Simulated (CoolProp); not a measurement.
Aqueous magnesium chloride as a coolant, 13 % by mass, freezing at -13.1 °C, 1 atm.

Values from CoolProp's Melinder's fits for secondary coolants.

| T (°C) | density (kg/m³) | cp (kJ/(kg K)) | Prandtl number | conductivity (W/(m K)) |
|---|---|---|---|---|
| -9.5 | 1118 | ? | 30.8 | 0.515 |
| -2.4 | 1117 | 3.399 | 23.2 | 0.528 |
| 4.7 | 1115 | 3.415 | 17.9 | 0.541 |
| 11.7 | 1113 | 3.430 | 14.1 | 0.553 |
| 18.8 | 1111 | 3.444 | 11.2 | 0.566 |
| 25.9 | 1108 | 3.459 | 8.99 | 0.578 |
| 32.9 | 1105 | ? | 7.20 | ? |

Task: Fill in the missing entries.

Result: 
- -9.5, cp (kJ/(kg K)): 3.383
- 32.9, cp (kJ/(kg K)): 3.472
- 32.9, conductivity (W/(m K)): 0.590
